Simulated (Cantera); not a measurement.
Charge: 1 mol S, 0.3 mol H2, 13 mol N2, held at 17.0 Pa.

Cantera equilibrium calculation (NASA polynomials, part measured and part estimated; ideal gas, pure solids and liquids). Candidate condensed phases: S; 15 gas species. Kinetics and transport are ignored.

log p: log10 of the partial pressure in bar; nothing condenses.

```json
[
 {"T (K)": "1400", "log p N2": "-3.80", "log p S": "-7.54", "log p H": "-8.03", "log p S2": "-5.22", "log p H2": "-5.44"},
 {"T (K)": "1500", "log p N2": "-3.80", "log p S": "-7.00", "log p H": "-7.48", "log p S2": "-5.22", "log p H2": "-5.44"},
 {"T (K)": "1600", "log p N2": "-3.80", "log p S": "-6.53", "log p H": "-6.99", "log p S2": "-5.23", "log p H2": "-5.45"},
 {"T (K)": "1700", "log p N2": "-3.80", "log p S": "-6.12", "log p H": "-6.56", "log p S2": "-5.25", "log p H2": "-5.46"},
 {"T (K)": "1800", "log p N2": "-3.80", "log p S": "-5.77", "log p H": "-6.19", "log p S2": "-5.29", "log p H2": "-5.49"},
 {"T (K)": "1900", "log p N2": "-3.80", "log p S": "-5.48", "log p H": "-5.87", "log p S2": "-5.37", "log p H2": "-5.54"},
 {"T (K)": "2000", "log p N2": "-3.81", "log p S": "-5.25", "log p H": "-5.61", "log p S2": "-5.51", "log p H2": "-5.64"},
 {"T (K)": "2100", "log p N2": "-3.81", "log p S": "-5.09", "log p H": "-5.41", "log p S2": "-5.73", "log p H2": "-5.81"},
 {"T (K)": "2200", "log p N2": "-3.82", "log p S": "-5.00", "log p H": "-5.28", "log p S2": "-6.05", "log p H2": "-6.06"},
 {"T (K)": "2300", "log p N2": "-3.82", "log p S": "-4.96", "log p H": "-5.21", "log p S2": "___", "log p H2": "___"},
 {"T (K)": "2400", "log p N2": "-3.82", "log p S": "-4.95", "log p H": "-5.18", "log p S2": "-6.80", "log p H2": "-6.76"},
 {"T (K)": "2500", "log p N2": "-3.82", "log p S": "-4.94", "log p H": "-5.17", "log p S2": "___", "log p H2": "___"},
 {"T (K)": "2600", "log p N2": "-3.82", "log p S": "-4.94", "log p H": "-5.16", "log p S2": "-7.51", "log p H2": "-7.49"}
]
```

Complete the blanks.


- 2500, log p S2: -7.16
- 2500, log p H2: -7.13
- 2300, log p S2: -6.42
- 2300, log p H2: -6.39
